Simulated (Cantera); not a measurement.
**Sublimation and decomposition of ceramics: SiC + H₂**

Charge: 1 mol SiC, 0.61 mol H₂, equilibrated at 0.100 bar.

Method: chemical equilibrium by Gibbs-energy minimisation in Cantera with the NASA 1993 tables (ideal gas, pure condensed phases). Candidate condensed phases: C, C₆H₆, C₇H₈, C₈H₁₈, Si, SiC; 87 gas species. Gases not in the tables: Si₂H₆ and higher silanes. The numbers say what is thermodynamically allowed, not how fast it happens.

| T (K) | log p H₂ | log p Si | log p H | log p SiC₂ | log p Si₂C | log p C₂H₂ (acetylene) | log p SiH | log p Si₂ | n SiC(s) | n C(graphite) |
|---|---|---|---|---|---|---|---|---|---|---|
| 1975 | -1.00 | -5.20 | -3.36 | -7.82 | -6.81 | -5.37 | -5.84 | -7.92 | 1.000 | 0 |
| 2075 | -1.00 | -4.67 | -3.08 | -6.84 | -6.10 | -4.85 | -5.41 | -7.25 | 1.000 | 0 |
| 2175 | -1.01 | -4.18 | -2.82 | -5.96 | -5.45 | -4.38 | -5.02 | -6.64 | 0.999 | 0 |
| 2275 | -1.01 | -3.74 | -2.58 | -5.16 | -4.86 | -3.96 | -4.66 | -6.08 | 0.998 | 0 |
| 2375 | -1.02 | -3.33 | -2.36 | -4.43 | -4.33 | -3.57 | -4.34 | -5.58 | 0.996 | 0 |
| 2475 | -1.04 | -2.96 | -2.17 | -3.76 | -3.84 | -3.23 | -4.04 | -5.11 | 0.989 | 0 |
| 2575 | -1.07 | -2.62 | -2.00 | -3.15 | -3.38 | -2.94 | -3.78 | -4.67 | 0.972 | 0 |
| 2675 | -1.13 | -2.25 | -1.85 | -2.63 | -2.91 | -2.79 | -3.50 | -4.17 | 0.920 | 0.0125 |
| 2775 | -1.25 | -1.89 | -1.75 | -2.17 | -2.46 | -2.76 | -3.25 | -3.67 | 0.748 | 0.0628 |
| 2875 | -1.56 | -1.58 | -1.76 | -1.76 | -2.09 | -2.93 | -3.15 | -3.26 | 0 | 0.263 |
| 2975 | -1.64 | -1.58 | -1.66 | -1.68 | -2.32 | -2.88 | -3.24 | -3.45 | 0 | 0.124 |
log p: log10 of the partial pressure in bar; n: condensed amount in mol.

From 1975 K to 2575 K the condensed part is SiC(s). From 2675 K to 2775 K the condensed part is C(graphite) + SiC(s). From 2875 K to 2975 K the condensed part is C(graphite). The main Si-bearing gas is Si throughout.
